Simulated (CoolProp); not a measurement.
Propylene glycol along the isobar 16.3 bar: fugacity coefficient from the reference equation and from simpler models built on Tc = 400.8 °C, pc = 72.92 bar, ω = 0.327; each cubic takes its own stable root.

Model: reference Helmholtz-energy equation of state, Eisenbach 2021, in CoolProp.

```csv
T (°C),phase,reference,Redlich-Kwong,Peng-Robinson
61.55,liquid,0.0001948,0.009567,0.002370
77.75,liquid,0.0005475,0.01803,0.005014
94.05,liquid,0.001386,0.03171,0.009855
110.25,liquid,0.003170,0.05226,0.01804
126.45,liquid,0.006677,0.08167,0.03113
142.65,liquid,0.01309,0.1219,0.05103
158.85,liquid,0.02408,0.1748,0.07993
175.05,liquid,0.04188,0.2421,0.1202
191.25,liquid,0.06933,0.3251,0.1745
207.45,liquid,0.1098,0.4246,0.2451
223.65,liquid,0.1671,0.5412,0.3343
239.85,liquid,0.2452,0.6749,0.4442
256.05,liquid,0.3485,0.8251,0.5761
272.25,liquid,0.4807,0.8631,0.7307
288.55,liquid,0.6465,0.8740,0.8540
```

At some of these states Redlich-Kwong, Peng-Robinson gives the other phase, because its saturation line lies elsewhere.
